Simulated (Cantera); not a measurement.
An adiabatic, constant-volume homogeneous reactor starts with CO : H2 : O2 : N2 = 1 : 0.036 : 0.893 : 3.36 (molar parts), at 1800 K and 8.19 atm. Integrator tolerance rtol = 1e-08.

Cantera simulation using GRI-Mech 3.0 (53 species, 325 reactions); the numbers are that mechanism's predictions, not measurements. The hydrogen kinetics of GRI-Mech 3.0 are dated; newer H2 mechanisms differ, most at raised pressure. Above 3000 K some thermodynamic fits are extrapolated.

Task: What does this change do: pressure from 8.19 atm to 4.84 atm?

Result: 
```
quantity                                                              before                                      after
---------------------------------  -----------------------------------------  -----------------------------------------
time of steepest temperature rise                                    7.52 µs                                    12.6 µs
temperature at 0.100 s                                                2989 K                                     2948 K
equilibrium temperature                                               2989 K                                     2948 K
x(CO) at 0.100 s                       0.0485 (gas-phase equilibrium 0.0485)      0.0524 (gas-phase equilibrium 0.0524)
x(H2) at 0.100 s                   0.000192 (gas-phase equilibrium 0.000192)  0.000208 (gas-phase equilibrium 0.000208)
x(O2) at 0.100 s                       0.0816 (gas-phase equilibrium 0.0816)      0.0832 (gas-phase equilibrium 0.0832)
x(N2O) at 0.100 s                    5.07e-6 (gas-phase equilibrium 5.07e-6)    3.70e-6 (gas-phase equilibrium 3.70e-6)
x(O) at 0.100 s                      0.00874 (gas-phase equilibrium 0.00874)      0.0100 (gas-phase equilibrium 0.0100)
```
